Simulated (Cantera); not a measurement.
**Diamond growth**

A diamond (100) surface in a fixed gas of H2 with x(CH4) = 0.014, x(H) = 0.012, x(CH3) = 0.0003, at 1048 K; coverages are run to steady state.

Computed with Cantera and the Harris–Goodwin 1993 mechanism for the reconstructed diamond (100) surface.

| P (Pa) | growth (µm/h) | θ c6HH | θ c6H* | θ c6*H | θ c6** | θ c6HM |
|---|---|---|---|---|---|---|
| 1000 | 1.56 | 0.548 | 0.0225 | 0.404 | 0.0132 | 0.00888 |
| 1600 | 2.68 | 0.547 | 0.0225 | 0.404 | 0.0132 | 0.00959 |
| 2600 | 4.58 | 0.547 | 0.0225 | 0.403 | 0.0132 | 0.0101 |
| 4000 | 7.26 | 0.546 | 0.0225 | 0.403 | 0.0132 | 0.0104 |
| 6200 | 11.5 | 0.546 | 0.0225 | 0.403 | 0.0132 | 0.0106 |
| 9700 | 18.2 | 0.546 | 0.0226 | 0.403 | 0.0132 | 0.0108 |
| 15000 | 28.4 | 0.546 | 0.0228 | 0.402 | 0.0132 | 0.0109 |
| 24000 | 45.8 | 0.546 | 0.0230 | 0.402 | 0.0133 | 0.0110 |
θ: site fractions in the mechanism's names (c6HH fully hydrogenated, c6H* and c6*H radical sites, c6** diradical, c6HM methylated).
